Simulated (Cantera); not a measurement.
Feed: 1 mol BCl₃, 11 mol N₂, 4.2 mol H₂, at 1675 K and 0.645 Torr.

These are equilibrium values from Cantera (NASA tables, ideal gas, pure condensed phases), not measurements of a reactor. Candidate condensed phases: B, BN, NH₄Cl; 21 gas species. The tables' values for BCl, BCl₂ are old estimates; treat these amounts as uncertain. Kinetics and transport are ignored.

Base state: N₂ 0.647, HCl 0.182, H₂ 0.167, H 0.00162, Cl 0.00138, BCl 0.000612, BCl₃ 8.45e-5, BCl₂ 6.67e-5 (mole fractions); condensed: BN(s).

Task: What changes in the equilibrium state with this change: BCl₃ replaced by BF₃?

Result: 
```
species      before    after
----------  -------  -------
N₂            0.647    0.670
H₂            0.167    0.241
BF₃               0   0.0409
HCl           0.182        0
HF                0   0.0263
BF₂               0   0.0129
BF                0  0.00628
Cl          0.00138        0
BN(s), mol    0.988        0
```
The tables' values for BF₂ are old estimates; treat these amounts as uncertain.

Task: What changes in the equilibrium state with this change: temperature from 1675 K to 1448 K?

Result: 
```json
[
 {"species": "N₂", "before": "0.647", "after": "0.648"},
 {"species": "HCl", "before": "0.182", "after": "0.185"},
 {"species": "H₂", "before": "0.167", "after": "0.167"},
 {"species": "H", "before": "0.00162", "after": "0.000128"},
 {"species": "Cl", "before": "0.00138", "after": "0.000116"},
 {"species": "BCl₃", "before": "8.45e-5", "after": "2.03e-5"},
 {"species": "BCl", "before": "0.000612", "after": "2.82e-6"},
 {"species": "BCl₂", "before": "6.67e-5", "after": "1.27e-6"},
 {"species": "BN(s), mol", "before": "0.988", "after": "1.000"}
]
```
N₂ is the only nitrogen source here; it is nearly inert below about 1500 K, so the nitride shown seldom forms there in practice.
